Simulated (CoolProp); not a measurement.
A single-stage vapour-compression cycle with dimethyl ether: evaporating at 210.15 K (dew point), condensing at 275.15 K (bubble point), superheat 5 K, subcooling 0 K, compressor efficiency 0.85, no pressure losses. Each further row changes one setting.

The numbers come from the reference Helmholtz-energy equation of state, Wu 2011 in CoolProp.

```json
[
 {"case": "as stated", "cooling COP": "(withheld)", "pressure ratio": "21.3", "discharge temperature (K)": "343.1", "refrigerating effect (kJ/kg)": "368", "volumetric capacity (kJ/m³)": "128"},
 {"case": "evaporating temperature 215.15 K", "cooling COP": "2.44", "pressure ratio": "(withheld)", "discharge temperature (K)": "(withheld)", "refrigerating effect (kJ/kg)": "373", "volumetric capacity (kJ/m³)": "174"},
 {"case": "condensing temperature 270.15 K", "cooling COP": "(withheld)", "pressure ratio": "(withheld)", "discharge temperature (K)": "(withheld)", "refrigerating effect (kJ/kg)": "379", "volumetric capacity (kJ/m³)": "132"},
 {"case": "subcooling 5 K", "cooling COP": "2.21", "pressure ratio": "21.3", "discharge temperature (K)": "343.1", "refrigerating effect (kJ/kg)": "379", "volumetric capacity (kJ/m³)": "132"},
 {"case": "superheat 15 K", "cooling COP": "(withheld)", "pressure ratio": "21.3", "discharge temperature (K)": "355.3", "refrigerating effect (kJ/kg)": "380", "volumetric capacity (kJ/m³)": "126"},
 {"case": "compressor efficiency 0.75", "cooling COP": "1.89", "pressure ratio": "21.3", "discharge temperature (K)": "(withheld)", "refrigerating effect (kJ/kg)": "368", "volumetric capacity (kJ/m³)": "128"}
]
```

Q: Complete the blanks.

A: 
- as stated, cooling COP: 2.15
- evaporating temperature 215.15 K, pressure ratio: 15.6
- evaporating temperature 215.15 K, discharge temperature (K): 335.5
- condensing temperature 270.15 K, cooling COP: 2.38
- condensing temperature 270.15 K, pressure ratio: 17.9
- condensing temperature 270.15 K, discharge temperature (K): 335.1
- superheat 15 K, cooling COP: 2.13
- compressor efficiency 0.75, discharge temperature (K): 357.1
